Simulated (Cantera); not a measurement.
A freely propagating, adiabatic, planar premixed flame of CH₄ : CO : O₂ : N₂ = 1 : 1.1 : 1.82 : 6.85 (molar parts), unburnt at 625 K and 100000 Pa; mixture-averaged transport, grid criteria slope 0.08 and curve 0.16, no radiation.

Detailed kinetics in Cantera: GRI-Mech 3.0 (53 species, 325 reactions). Burning velocities carry a grid error of a few per cent, more on coarse grids.

Task: What does this change do: inlet temperature 625 to 325 K?

Result: 
```tsv
quantity	before	after
laminar burning velocity	150 cm/s	43.7 cm/s
thermal thickness	0.300 mm	0.408 mm
peak x(CH₂O)	0.00103	0.000828
```

Task: What does this change do: inlet temperature 625 to 300 K?

Result: 
```
quantity                    before      after
------------------------  --------  ---------
laminar burning velocity  150 cm/s  38.1 cm/s
thermal thickness         0.300 mm   0.423 mm
peak x(CH₂O)               0.00103   0.000816
```
